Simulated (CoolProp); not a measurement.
Computed with CoolProp (reference Helmholtz-energy equation of state, Gao 2022).

For n-perfluoropentane, give the phase and the density (kg/m³), cv (kJ/(kg K)), speed of sound (m/s), Joule-Thomson coefficient (K/MPa) at 199.25 °C and 1700 kPa.


- 199.25 °C and 1700 kPa: gas; density 157, cv 1.01, speed of sound 96.1, Joule-Thomson coefficient 7.33
